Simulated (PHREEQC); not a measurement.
A solution holds 0.1 mol ZnCl2, 0.018 mol NaOH and 0.081 mol HCl per kg of water, at 65 °C. Closed to the air; pH follows from the charge balance.

All values are PHREEQC results (ion-association model, wateq4f.dat), not measurements.

### Question
The ionic strength comes out as 0.280 mol/kgw. What activity coefficients do Zn+2, ZnCl+, Na+, ZnCl4-2, H+ get?

### Answer
Zn+2 0.27, ZnCl+ 0.67, Na+ 0.71, ZnCl4-2 0.24, H+ 0.77.

Precipitation was switched off in this run. Away from 25 °C the constants follow the database's enthalpies or fits; those with neither stay at their 25 °C values.
